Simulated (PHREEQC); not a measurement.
Consider water at 25 °C with 1.7 mol NaBr, 0.0083 mol H3BO3 and 0.000189 mol H4SiO4 per kg of water. Closed to the air; pH follows from the charge balance.

Equilibrium calculation in PHREEQC: Pitzer model, pitzer.dat.

The pH comes out as 5.45 and the ionic strength is 1.70 mol/kgw. The activity of water is 0.940, the density comes out as 1.123 g/cm³ and the osmotic coefficient is 1.004.

```tsv
species	molality	activity	log γ
Br-	1.70	1.06	-0.205
Na+	1.70	1.38	-0.091
B(OH)3	0.00830	0.00597	-0.143
H4SiO4	0.000189	0.000229	0.084
H+	2.66e-6	3.57e-6	0.127
B(OH)4-	2.62e-6	9.07e-7	-0.460
H3SiO4-	2.61e-8	9.47e-9	-0.439
B3O3(OH)4-	1.30e-8	2.00e-9	-0.814
OH-	5.90e-9	2.67e-9	-0.344
```

This is a speciation only: nothing precipitates in the calculation. Species that the database lacks are ignored. In brines, pH and single-ion activities rest on the MacInnes convention.
